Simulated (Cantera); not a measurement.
An isothermal, constant-pressure homogeneous reactor starts with 82.0 % NO, 18.0 % N₂, at 1648 K and 825 Torr.

Model: GRI-Mech 3.0 (53 species, 325 reactions), integrated in Cantera.

x: mole fraction; the columns are a selection and need not sum to one.

```
t (s)      x NO      x O₂      x O   x N₂     x NO₂
--------  -----  --------  -------  -----  --------
3.00e-5   0.820   1.08e-9  2.39e-7  0.180   9.23e-7
8.23e-5   0.820   4.16e-9  2.49e-7  0.180   2.95e-6
0.000226  0.820   1.82e-8  2.75e-7  0.180   8.59e-6
0.000620  0.820   1.10e-7  3.45e-7  0.180   2.45e-5
0.00170   0.820   1.00e-6  5.41e-7  0.180   7.12e-5
0.00468   0.819   1.32e-5  1.06e-6  0.180  0.000205
0.0128    0.819  0.000164  1.89e-6  0.181  0.000445
0.0352    0.817  0.000959  2.27e-6  0.182  0.000554
0.0967    0.812   0.00328  2.57e-6  0.184  0.000632
0.265     0.799       [?]      [?]  0.190       [?]
0.729     0.766    0.0259  4.48e-6  0.207   0.00109
2.00        [?]       [?]      [?]    [?]       [?]
```

Problem. Complete the blanks.

Solution. 
- 0.265, x O₂: 0.00956
- 0.265, x O: 3.22e-6
- 0.265, x NO₂: 0.000798
- 2.00, x NO: 0.687
- 2.00, x O₂: 0.0651
- 2.00, x O: 6.56e-6
- 2.00, x N₂: 0.246
- 2.00, x NO₂: 0.00146
